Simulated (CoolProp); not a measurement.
Properties of nitrous oxide at several states (Tc = 309.5 K, pc = 7245 kPa, ω = 0.161).

Model: reference Helmholtz-energy equation of state, Lemmon 2006, in CoolProp. It is a short technical equation, of lower accuracy than the large ones.

| T (K) | p (kPa) | phase | density (kg/m³) | cp (kJ/(kg K)) | cv (kJ/(kg K)) | expansivity (1/kK) | fugacity coefficient |
|---|---|---|---|---|---|---|---|
| 250.9 | 7270 | liquid | 1029 | 1.871 | 0.9112 | 3.675 | 0.2192 |
| 282.6 | 308 | gas | 5.886 | 0.8848 | 0.6791 | 3.768 | 0.9805 |
| 338.4 | 284 | gas | 4.489 | 0.9281 | 0.7303 | 3.056 | 0.9898 |
| 493.2 | 8060 | supercritical | 92.79 | 1.171 | 0.8733 | 2.720 | 0.9319 |
| 300.2 | 653 | gas | 11.93 | 0.9229 | 0.7028 | 3.729 | 0.9658 |
| 428.1 | 1200 | gas | 15.13 | 1.018 | 0.8080 | 2.508 | 0.9811 |
